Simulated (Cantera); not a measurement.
A jet of CH4 : O2 : N2 = 0.01 : 0.13 : 0.79 (molar parts) at 300 K and 21.8 Torr hits a platinum plate 5.8 cm away at a mass flux of 0.056 kg/m²/s; the plate temperature is set and raised in steps from an oxygen-covered start.

Computed with Cantera and Deutschmann's 1995 Pt surface mechanism with GRI-Mech 3.0 gas chemistry. Catalytic surfaces can have several steady states; this one follows from the mechanism file's or the stated starting coverage.

One state of this run: wall x CH4 = 0.00598; wall x O2 = 0.130; wall x H2O = 0.00885; wall x OH = 2.07e-7; wall x CO = 4.80e-6; wall x CO2 = 0.00583; θ free Pt = 0.390; θ O* = 0.609. x: mole fraction at the wall; θ: surface coverage.

Problem. Which value of plate T (K) does it belong to?
(A) 1150
(B) 1200
(C) 1100
(D) 1000

Solution. D, 1000
